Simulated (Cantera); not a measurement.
Charge: 1 mol H2O, 2.5 mol H2, at 3100 K.

These are equilibrium values from Cantera (NASA tables, ideal gas, pure condensed phases), not measurements of a reactor. Candidate condensed phases: H2O; 9 gas species. The ideal-gas law is rough above about 30 bar. The numbers say what is thermodynamically allowed, not how fast it happens.

log p: log10 of the partial pressure in bar; nothing condenses.

```json
[
 {"P (Pa)": "10", "log p H": "-4.06", "log p H2": "-6.77", "log p H2O": "-9.67", "log p O": "-4.90", "log p OH": "-7.40"},
 {"P (Pa)": "84", "log p H": "?", "log p H2": "?", "log p H2O": "?", "log p O": "?", "log p OH": "?"},
 {"P (Pa)": "710", "log p H": "-2.26", "log p H2": "-3.18", "log p H2O": "-4.29", "log p O": "-3.12", "log p OH": "-3.82"},
 {"P (Pa)": "6000", "log p H": "-1.53", "log p H2": "-1.72", "log p H2O": "-2.27", "log p O": "-2.56", "log p OH": "-2.53"},
 {"P (Pa)": "50000", "log p H": "-0.96", "log p H2": "-0.57", "log p H2O": "-0.98", "log p O": "-2.42", "log p OH": "-1.82"},
 {"P (Pa)": "420000", "log p H": "?", "log p H2": "?", "log p H2O": "?", "log p O": "-2.41", "log p OH": "?"},
 {"P (Pa)": "3600000", "log p H": "0.03", "log p H2": "1.39", "log p H2O": "1.00", "log p O": "-2.41", "log p OH": "-0.82"},
 {"P (Pa)": "30000000", "log p H": "0.49", "log p H2": "2.33", "log p H2O": "1.93", "log p O": "-2.41", "log p OH": "-0.35"}
]
```

Question: Fill in the missing entries.

Answer: 
- 420000, log p H: -0.46
- 420000, log p H2: 0.43
- 420000, log p H2O: 0.04
- 420000, log p OH: -1.30
- 84, log p H: -3.14
- 84, log p H2: -4.94
- 84, log p H2O: -6.92
- 84, log p O: -3.99
- 84, log p OH: -5.57
